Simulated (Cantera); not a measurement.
What does this Cantera script print?

```python
import numpy as np
import cantera as ct

gas_names = """
    Electron H H+ H- HO2 H2 H2+ H2- H2O H2O+ H2O2 H2S H2SO4 H3O+ O O+ O- OH OH+ OH- O2 O2+ O2- O3 S S+
    S- SH SO SO2 SO3 S2 S2O S8
""".split()
cond_names = """
    H2O(s) H2O(L) H2SO4(L) S(cr1) S(cr2) S(L)
""".split()


# ... load() reads the species with a 1 bar reference pressure and builds the phases ...
atoms = {
    'S': {'S': 1},
    'H2O': {'H': 2, 'O': 1},
    'O2': {'O': 2},
    'H2': {'H': 2},
}
top_T = {}  # K; cautious upper limits of use, not melting points


# ... equilibrate(T, P, feed) seeds the gas with the atoms and calls Mixture.equilibrate('TP', solver="vcs", rtol=1e-11, max_steps=5000) ...
results = []
feed = {'S': 1, 'H2O': 5.1, 'O2': 0.5, 'H2': 0.35}  # mol
P = 60  # Pa
for T in [2000, 2250, 2500, 2750, 3000, 3250, 3500, 3750, 4000, 4250, 4500, 4750, 5000]:
    mix = equilibrate(T, P, feed)
    results.append((T, P, feed, dict(zip(mix.species_names, mix.species_moles))))

top = {s: max(r[3][s] / sum(r[3][g] for g in gas_names) for r in results) for s in gas_names}
cols = sorted((s for s in top if top[s] > 0.001), key=lambda s: -top[s])[:5]
seen = [c for c in cond_names if any(r[3].get(c, 0) > 1e-12 for r in results)]
print("log10 of partial pressures in bar; condensed amounts in mol")
print(f"{'T/K':>10s}" + "".join(f"{s[:9]:>10s}" for s in cols + seen))
for T, P, feed, n in results:
    ng = sum(n[g] for g in gas_names)
    print(f"{T:10.4g}" + "".join(f"{np.log10(max(n[s] / ng * P / 1e5, 1e-99)):10.3f}" for s in cols)
          + "".join(f"{n.get(c, 0):10.4g}" for c in seen))
```

Result:

```
log10 of partial pressures in bar; condensed amounts in mol
       T/K       H2O         H         O        H2       SO2
      2000    -3.423    -4.774    -6.167    -3.970    -4.104
      2250    -3.561    -4.111    -4.840    -3.964    -4.213
      2500    -4.111    -3.638    -4.099    -4.077    -4.620
      2750    -5.302    -3.470    -3.790    -4.611    -5.571
      3000    -6.705    -3.446    -3.711    -5.288    -6.963
      3250    -7.978    -3.441    -3.696    -5.896    -8.363
      3500    -9.087    -3.440    -3.693    -6.423    -9.607
      3750   -10.052    -3.440    -3.692    -6.882   -10.695
      4000   -10.898    -3.440    -3.692    -7.285   -11.650
      4250   -11.645    -3.440    -3.692    -7.640   -12.495
      4500   -12.310    -3.440    -3.692    -7.957   -13.247
      4750   -12.906    -3.440    -3.692    -8.241   -13.923
      5000   -13.443    -3.440    -3.692    -8.497   -14.536
```

These are equilibrium values from Cantera (NASA tables, ideal gas, pure condensed phases), not measurements of a reactor.
